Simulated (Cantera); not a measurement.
Equilibrium for silicon nitride deposition: trisilylamine + N2

Input: 1 mol trisilylamine, 11 mol N2, held at 1698 K.

Cantera equilibrium calculation (NASA polynomials, part measured and part estimated; ideal gas, pure solids and liquids). Candidate condensed phases: Si, Si3N4; 18 gas species. The feed counts by its element totals alone. The tables' values for SiN are old estimates; treat these amounts as uncertain. Kinetics and transport are ignored.

```tsv
P (Pa)	x N2	x H2	x Si	x H	x Si2N	x SiH	x Si2	n Si(l)	n Si3N4(s)
5	0.705	0.271	0.0131	0.0106	8.61e-5	7.52e-5	5.72e-5	2.78	0
26	0.715	0.277	0.00253	0.00472	3.80e-5	3.34e-5	1.10e-5	2.96	0
140	0.718	0.280	0.000469	0.00204	1.64e-5	1.45e-5	2.04e-6	2.99	0
710	0.678	0.321	4.26e-5	0.000972	1.50e-6	3.16e-6	8.53e-8	0	1.000
3700	0.678	0.321	2.72e-6	0.000426	7.27e-8	4.61e-7	1.81e-9	0	1.000
19000	0.679	0.321	1.78e-7	0.000188	3.62e-9	6.84e-8	3.98e-11	0	1.000
100000	0.679	0.321	1.12e-8	8.20e-5	1.72e-10	9.85e-9	<1e-12	0	1.00
```
x: gas mole fraction; n: condensed amount in mol.

From 5.00e-5 bar to 0.00140 bar the condensed part is Si(l). From 0.00710 bar to 1.00 bar the condensed part is Si3N4(s). The main Si-bearing gas is Si at 5.00e-5 bar and SiH2 at 1.00 bar.
